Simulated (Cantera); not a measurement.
Cantera run:

```python
import numpy as np
import cantera as ct

gas_names = """
    BOCL BCL3 B2O2 O2 CL2 B2O3 O
""".split()
cond_names = """

""".split()


# ... load() reads the species with a 1 bar reference pressure and builds the phases ...
species = {s.name: s for s in load("nasa_gas.yaml", gas_names) + load("nasa_condensed.yaml", cond_names)}
# Each term lists the table entries of one substance; the one whose range holds T is used.
reactions = {
    '6 BOCl(g) = 2 BCl3(g) + 2 B2O2(g) + O2(g)':
        [(-6, ['BOCL']), (2, ['BCL3']), (2, ['B2O2']), (1, ['O2'])],
    'O2(g) + 2 BCl3(g) = 2 Cl2(g) + 2 BOCl(g)':
        [(-1, ['O2']), (-2, ['BCL3']), (2, ['CL2']), (2, ['BOCL'])],
    'B2O3(g) + Cl2(g) = 2 BOCl(g) + O(g)':
        [(-1, ['B2O3']), (-1, ['CL2']), (2, ['BOCL']), (1, ['O'])],
}


def pick(names, T):
    return next(species[n] for n in names if species[n].thermo.min_temp <= T <= species[n].thermo.max_temp)


results = []
for label, terms in reactions.items():
    print(label)
    print("     T/K   dH/kJ  dS/(J/K)   dG/kJ   log10 K")
    for T in [2723, 2773, 2823, 2873, 2923, 2973]:
        used = [(nu, pick(names, T)) for nu, names in terms]
        dH = sum(nu * s.thermo.h(T) for nu, s in used) / 1e6
        dS = sum(nu * s.thermo.s(T) for nu, s in used) / 1e3
        dG = dH - T * dS / 1e3
        logK = -dG * 1e6 / (ct.gas_constant * T * np.log(10))
        results.append((label, T, dH, dS, dG, logK, [s.name for _, s in used]))
        print(f"{T:8g} {dH:8.1f} {dS:8.1f} {dG:8.1f} {logK:8.2f}")
```

Result:

```
6 BOCl(g) = 2 BCl3(g) + 2 B2O2(g) + O2(g)
     T/K   dH/kJ  dS/(J/K)   dG/kJ   log10 K
    2723    190.5   -146.4    589.2   -11.30
    2773    190.9   -146.3    596.5   -11.24
    2823    191.2   -146.2    603.9   -11.17
    2873    191.6   -146.1    611.2   -11.11
    2923    191.9   -145.9    618.5   -11.05
    2973    192.2   -145.8    625.8   -10.99
O2(g) + 2 BCl3(g) = 2 Cl2(g) + 2 BOCl(g)
     T/K   dH/kJ  dS/(J/K)   dG/kJ   log10 K
    2723    165.9    130.2   -188.7     3.62
    2773    165.9    130.2   -195.2     3.68
    2823    165.9    130.2   -201.7     3.73
    2873    165.8    130.2   -208.2     3.79
    2923    165.8    130.2   -214.7     3.84
    2973    165.9    130.2   -221.2     3.89
B2O3(g) + Cl2(g) = 2 BOCl(g) + O(g)
     T/K   dH/kJ  dS/(J/K)   dG/kJ   log10 K
    2723    457.4    138.1     81.4    -1.56
    2773    457.3    138.0     74.5    -1.40
    2823    457.1    138.0     67.6    -1.25
    2873    457.0    137.9     60.7    -1.10
    2923    456.8    137.9     53.8    -0.96
    2973    456.7    137.8     46.9    -0.82
```

Cantera with NASA thermochemical tables; ideal gases at 1 bar, condensed phases pure. The tables' values for BOCl are old estimates. Condensed species are held in their standard states even where they would react or evaporate.
